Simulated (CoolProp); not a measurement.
Saturation properties of tetradecamethylhexasiloxane (MD4M).

Computed with CoolProp (reference Helmholtz-energy equation of state, Thol 2019).

```tsv
T (°C)	p (kPa)	liquid density (kg/m³)	vapour density (kg/m³)	liquid cp (kJ/(kg K))
176.55	10.15	735.5	1.274	2.036
182.05	12.26	729.5	1.526	2.047
187.55	14.72	723.6	1.816	2.058
193.05	17.56	717.5	2.151	2.068
198.65	20.90	711.3	2.541	2.079
204.15	24.65	705.2	2.979	2.090
209.65	28.93	698.9	3.476	2.101
215.15	33.78	692.6	4.038	2.111
```

It boils at 259.7 °C under 1 atm.
